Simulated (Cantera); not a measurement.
What does this Cantera script print?

```python
import numpy as np
import cantera as ct

gas_names = """
    H HO2 H2 H2O H2O2 O OH O2 O3 V VO VO2
""".split()
cond_names = """
    H2O(s) H2O(L) V(cr) V(L) VO(s) VO(L) V2O3(s) V2O3(L) V2O4(I) V2O4(II) V2O4(L) V2O5(s) V2O5(L)
""".split()


# ... load() reads the species with a 1 bar reference pressure and builds the phases ...
atoms = {
    'V': {'V': 1},
    'O2': {'O': 2},
    'H2': {'H': 2},
}
top_T = {}  # K; cautious upper limits of use, not melting points


# ... equilibrate(T, P, feed) seeds the gas with the atoms and calls Mixture.equilibrate('TP', solver="vcs", rtol=1e-11, max_steps=5000) ...
results = []
feed = {'V': 1, 'O2': 0.031, 'H2': 180}  # mol
P = 13332.2  # Pa
for T in [1473, 1548, 1623, 1698, 1773, 1848, 1923, 1998, 2073, 2148, 2223]:
    mix = equilibrate(T, P, feed)
    results.append((T, P, feed, dict(zip(mix.species_names, mix.species_moles))))
    x = sorted(zip(gas.X, gas.species_names), reverse=True)
    print(f"T = {T:g} K  P = {P:g} Pa  gas = {mix.phase_moles(0):.4g} mol")
    print("   x: " + "  ".join(f"{s} {v:.3e}" for v, s in x if v > 1e-05))
    print("   condensed (mol): " + ("  ".join(f"{mix.phase(i).name} {mix.phase_moles(i):.4g}"
          for i in range(1, mix.n_phases) if mix.phase_moles(i) > 1e-12) or "none"))
```

It prints:

```
T = 1473 K  P = 13332.2 Pa  gas = 180 mol
   x: H2 1.000e+00  H 3.465e-05  H2O 1.002e-05
   condensed (mol): V(cr) 0.9398  VO(s) 0.0602
T = 1548 K  P = 13332.2 Pa  gas = 180 mol
   x: H2 9.999e-01  H 8.433e-05  H2O 1.940e-05
   condensed (mol): V(cr) 0.9415  VO(s) 0.05851
T = 1623 K  P = 13332.2 Pa  gas = 180 mol
   x: H2 9.998e-01  H 1.893e-04  H2O 3.516e-05
   condensed (mol): V(cr) 0.9443  VO(s) 0.05567
T = 1698 K  P = 13332.2 Pa  gas = 180 mol
   x: H2 9.995e-01  H 3.959e-04  H2O 6.018e-05
   condensed (mol): V(cr) 0.9488  VO(s) 0.05115
T = 1773 K  P = 13332.2 Pa  gas = 180.1 mol
   x: H2 9.991e-01  H 7.788e-04  H2O 9.802e-05
   condensed (mol): V(cr) 0.9556  VO(s) 0.04429
T = 1848 K  P = 13332.2 Pa  gas = 180.1 mol
   x: H2 9.984e-01  H 1.451e-03  H2O 1.528e-04
   condensed (mol): V(cr) 0.9653  VO(s) 0.03424
T = 1923 K  P = 13332.2 Pa  gas = 180.2 mol
   x: H2 9.972e-01  H 2.576e-03  H2O 2.293e-04
   condensed (mol): V(cr) 0.9785  VO(s) 0.01981
T = 1998 K  P = 13332.2 Pa  gas = 180.4 mol
   x: H2 9.953e-01  H 4.383e-03  H2O 3.275e-04  V 1.677e-05  VO 1.392e-05
   condensed (mol): V(cr) 0.9943
T = 2073 K  P = 13332.2 Pa  gas = 180.7 mol
   x: H2 9.924e-01  H 7.176e-03  H2O 3.109e-04  V 5.010e-05  VO 2.873e-05
   condensed (mol): V(cr) 0.9855
T = 2148 K  P = 13332.2 Pa  gas = 181.1 mol
   x: H2 9.882e-01  H 1.135e-02  H2O 2.835e-04  V 1.383e-04  VO 5.388e-05
   condensed (mol): V(cr) 0.9648
T = 2223 K  P = 13332.2 Pa  gas = 181.7 mol
   x: H2 9.819e-01  H 1.738e-02  V 3.491e-04  H2O 2.456e-04  VO 8.962e-05
   condensed (mol): V(L) 0.9198
```

These are equilibrium values from Cantera (NASA tables, ideal gas, pure condensed phases), not measurements of a reactor. Mutual solubility and eutectic melting of coexisting phases are not modelled. VO: taken at fixed stoichiometry. Condensed phases not in the tables: N, O or C dissolved in the metal.
